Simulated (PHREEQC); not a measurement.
**Brackish or sea water: an equilibrium model**

A made-up water analysis in mmol/kgw, 25 °C, pH 6.69:

| constituent | mmol/kgw |
|---|---|
| Na | 97.6 |
| K | 0.841 |
| Ca | 0.385 |
| Mg | 0.995 |
| Cl | 98.1 |
| S(6) | 3.94 |
| Alkalinity (meq/kgw) | 0.114 |
| Br | 0.0301 |

Valence states are taken as typed.

The numbers come from PHREEQC with the Pitzer model, pitzer.dat.

No solid was allowed to form.

Task: What specific conductance, osmotic coefficient does the model give?

Result: specific conductance 10800 µS/cm; osmotic coefficient 0.924.

Task: In which forms is C present?

Result: HCO3- 72 %, CO2 28 % of the C.
